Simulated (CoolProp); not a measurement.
A single-stage vapour-compression cycle with R410A: evaporating at 273.15 K (dew point), condensing at 293.15 K (bubble point), superheat 2 K, subcooling 5 K, compressor efficiency 0.8, no pressure losses. Each further row changes one setting.

Computed with CoolProp (reference Helmholtz-energy equation of state, Lemmon 2003). It is a pseudo-pure fit of the blend.

| case | cooling COP | pressure ratio | discharge temperature (K) | refrigerating effect (kJ/kg) | volumetric capacity (kJ/m³) |
|---|---|---|---|---|---|
| as stated | … | 1.81 | 307.7 | 200 | 6040 |
| evaporating temperature 278.15 K | 13.7 | 1.55 | 304.4 | … | … |
| condensing temperature 288.15 K | 13.5 | … | … | 208 | 6280 |
| subcooling 10 K | … | 1.81 | 307.7 | 208 | 6280 |
| superheat 12 K | 9.76 | 1.81 | 318.4 | 211 | 5960 |
| compressor efficiency 0.7 | … | 1.81 | … | 200 | 6040 |

What belongs in the gaps?


- as stated, cooling COP: 9.90
- evaporating temperature 278.15 K, refrigerating effect (kJ/kg): 202
- evaporating temperature 278.15 K, volumetric capacity (kJ/m³): 7130
- condensing temperature 288.15 K, pressure ratio: 1.58
- condensing temperature 288.15 K, discharge temperature (K): 299.8
- subcooling 10 K, cooling COP: 10.3
- compressor efficiency 0.7, cooling COP: 8.66
- compressor efficiency 0.7, discharge temperature (K): 310.3
